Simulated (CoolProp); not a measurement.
R143a along the isobar 44.8 bar: density (kg/m³) from the reference equation and from simpler models built on Tc = 345.9 K, pc = 37.62 bar, ω = 0.261; each cubic takes its own stable root.

Values from CoolProp's reference Helmholtz-energy equation of state, Lemmon and Jacobsen 2000.

| T (K) | phase | reference | van der Waals | Redlich-Kwong | Soave-Redlich-Kwong | Peng-Robinson |
|---|---|---|---|---|---|---|
| 257.4 | liquid | 1092 | 630.3 | 892.4 | 926.3 | 1047 |
| 266.2 | liquid | 1066 | 617.2 | 867.8 | 902.0 | 1020 |
| 275 | liquid | 1039 | 603.4 | 841.8 | 875.8 | 990.3 |
| 283.8 | liquid | 1010 | 588.7 | 814.2 | 847.6 | 958.3 |
| 292.6 | liquid | 979.7 | 572.9 | 784.6 | 816.9 | 923.4 |
| 301.4 | liquid | 946.8 | 556.0 | 752.6 | 783.3 | 884.8 |
| 310.2 | liquid | 910.7 | 537.4 | 717.7 | 746.0 | 841.7 |
| 319 | liquid | 870.2 | 516.8 | 678.8 | 703.8 | 792.7 |
| 327.9 | liquid | 822.4 | 493.0 | 634.0 | 654.3 | 734.6 |
